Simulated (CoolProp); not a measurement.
Computed with CoolProp (reference Helmholtz-energy equation of state, Akasaka 2019).

Task: For R1234ze(Z), give the phase and the Z, cp (kJ/(kg K)), cv (kJ/(kg K)), isothermal compressibility (1/MPa) at 166.85 °C and 2940 kPa; 166.85 °C and 11800 kPa.

Result: 
- 166.85 °C and 2940 kPa: gas; Z 0.667, cp 1.49, cv 1.08, isothermal compressibility 0.560
- 166.85 °C and 11800 kPa: supercritical; Z 0.431, cp 1.63, cv 1.09, isothermal compressibility 0.0188
